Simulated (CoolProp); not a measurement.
Computed with CoolProp (reference Helmholtz-energy equation of state, Platzer 1990). This equation is an older, rougher fit; its heat capacities, sound speeds and derivatives of the liquid may be far off and weren't checked against measurements.

Problem. Give the vapour pressure (MPa), liquid density (kg/m³), vapour density (kg/m³), enthalpy of vaporisation (kJ/kg) of saturated CF4 (R14) at -97.65, -86.85, -75.95 °C.

Solution. 
```tsv
T (°C)	p (MPa)	liquid density (kg/m³)	vapour density (kg/m³)	enthalpy of vaporisation (kJ/kg)
-97.65	0.574	1430	39.6	115
-86.85	0.919	1350	63.7	105
-75.95	1.40	1270	100.0	93.6
```
